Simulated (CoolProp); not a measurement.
Vapour-liquid equilibrium of isobutane (1) + n-butane (2) at 374.8 K; x and y are mole fractions of (1).

Values from CoolProp's multi-fluid Helmholtz-energy mixture model, Bücker 2006 and Bücker 2006; pair parameters Kunz 2012.

Q: Give the bubble pressure and the first vapour's composition at x = 0.05, 0.35, 0.75. Is there an azeotrope?

A: x = 0.05: 1597 kPa, y = 0.058; x = 0.35: 1731 kPa, y = 0.388; x = 0.75: 1920 kPa, y = 0.779. No azeotrope shows between x = 0.05 and 0.95.

Pair parameters are fitted to limited data, so mixtures are less certain than the pure fluids.
